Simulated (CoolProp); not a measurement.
Dimethyl carbonate along the isotherm 326.85 °C: fugacity coefficient from the reference equation and from simpler models built on Tc = 283.9 °C, pc = 4909 kPa, ω = 0.346; each cubic takes its own stable root.

Model: reference Helmholtz-energy equation of state, Zhou 2011, in CoolProp.

```csv
p (kPa),phase,reference,Redlich-Kwong,Soave-Redlich-Kwong
153,gas,0.9916,0.9915,0.9919
307,gas,0.9832,0.9829,0.9838
460,gas,0.9748,0.9744,0.9757
614,gas,0.9665,0.9659,[?]
767,gas,[?],0.9575,[?]
920,gas,0.9500,0.9491,0.9518
1070,gas,0.9420,0.9410,[?]
1230,gas,[?],0.9323,0.9358
1380,gas,[?],0.9241,0.9281
1530,gas,0.9175,0.9160,0.9204
1690,gas,0.9091,0.9074,0.9122
1840,gas,0.9012,0.8994,0.9046
1990,gas,0.8934,0.8914,0.8970
2150,gas,0.8850,0.8829,0.8890
2300,gas,0.8772,0.8749,0.8814
2450,gas,0.8695,0.8670,0.8739
```

Question: What belongs in the gaps?

Answer: 
- 614, Soave-Redlich-Kwong: 0.9677
- 767, reference: 0.9582
- 767, Soave-Redlich-Kwong: 0.9597
- 1070, Soave-Redlich-Kwong: 0.9440
- 1230, reference: 0.9334
- 1380, reference: 0.9255
